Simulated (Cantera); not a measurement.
An adiabatic, constant-pressure homogeneous reactor starts with 9.07 % CH4, 19.1 % O2, 71.8 % N2, equivalence ratio 0.95, at 1325 K and 760 Torr.

Cantera simulation using GRI-Mech 3.0 (53 species, 325 reactions); the numbers are that mechanism's predictions, not measurements.

x: mole fraction; the columns are a selection and need not sum to one.

```csv
t (s),T (K),x CH4,x O2,x CO2,x OH,x NO,x CH2O
2.00e-6,1325,0.0907,0.191,<1e-12,1.16e-10,<1e-12,3.47e-11
1.00e-5,1325,0.0907,0.191,<1e-12,2.27e-10,<1e-12,9.54e-10
5.03e-5,1325,0.0907,0.191,<1e-12,8.67e-10,<1e-12,2.65e-8
0.000252,1325,0.0907,0.191,1.08e-10,6.60e-9,<1e-12,1.01e-6
0.00126,1325,0.0905,0.191,4.90e-8,5.15e-8,<1e-12,5.48e-5
0.00633,1344,0.0867,0.189,(withheld),(withheld),<1e-12,(withheld)
0.0317,2655,<1e-12,0.0219,0.0571,0.0160,0.00900,1.55e-10
0.159,2655,<1e-12,0.0219,0.0571,0.0160,0.00900,1.55e-10
0.798,2655,<1e-12,0.0219,0.0571,0.0160,0.00900,1.55e-10
4.00,2655,<1e-12,0.0219,0.0571,0.0160,0.00900,1.55e-10
```

Task: Complete the blanks.

Result: 
- 0.00633, x CO2: 9.58e-6
- 0.00633, x OH: 7.15e-7
- 0.00633, x CH2O: 0.00124
